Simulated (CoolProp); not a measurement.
R236EA at 343.15 K and 3.28 MPa is throttled through a valve to 1.89 MPa with no heat exchange. Each further row changes one setting.

Values from CoolProp's reference Helmholtz-energy equation of state, Rui 2013.

```tsv
case	temperature change (K)	final phase	final density (kg/m³)
as stated	-0.0	liquid	1280
outlet pressure 0.567 MPa	[?]	[?]	[?]
outlet pressure 2.46 MPa	-0.0	liquid	1280
```

Problem. What belongs in the gaps?

Solution. 
- outlet pressure 0.567 MPa, temperature change (K): -12.2
- outlet pressure 0.567 MPa, final phase: two-phase, vapour fraction 0.120
- outlet pressure 0.567 MPa, final density (kg/m³): 254
